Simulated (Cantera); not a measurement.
Mixture: CH₄ : O₂ : N₂ = 1 : 2.67 : 14.9 (molar parts), at 270000 Pa, adiabatic and at constant volume. Ignition delay is the time to a rise of 400 K.

Model: GRI-Mech 3.0 (53 species, 325 reactions), integrated in Cantera.

**Question.** What does this change do: CH4 1 to 0.43 parts?

**Answer.** 
| quantity | before | after |
|---|---|---|
| delay at 1000 K | 0.444 s | 0.317 s |
| delay at 1100 K | 92.1 ms | 61.8 ms |
| delay at 1200 K | 22.4 ms | 14.8 ms |
| delay at 1300 K | 6.17 ms | 4.12 ms |
| delay at 1400 K | 1.90 ms | 1.32 ms |
| delay at 1500 K | 0.655 ms | 0.493 ms |
| apparent activation energy between 1300 and 1500 K | 180 kJ/mol | 170 kJ/mol |

**Question.** What does this change do: CH4 1 to 0.69 parts?

**Answer.** 
| quantity | before | after |
|---|---|---|
| delay at 1000 K | 0.444 s | 0.378 s |
| delay at 1100 K | 92.1 ms | 76.8 ms |
| delay at 1200 K | 22.4 ms | 18.6 ms |
| delay at 1300 K | 6.17 ms | 5.14 ms |
| delay at 1400 K | 1.90 ms | 1.61 ms |
| delay at 1500 K | 0.655 ms | 0.569 ms |
| apparent activation energy between 1300 and 1500 K | 180 kJ/mol | 180 kJ/mol |

**Question.** What does this change do: CH4 1 to 1.8 parts?

**Answer.** 
```tsv
quantity	before	after
delay at 1000 K	0.444 s	0.594 s
delay at 1100 K	92.1 ms	0.124 s
delay at 1200 K	22.4 ms	30.1 ms
delay at 1300 K	6.17 ms	8.28 ms
delay at 1400 K	1.90 ms	2.51 ms
delay at 1500 K	0.655 ms	0.834 ms
apparent activation energy between 1300 and 1500 K	180 kJ/mol	190 kJ/mol
```
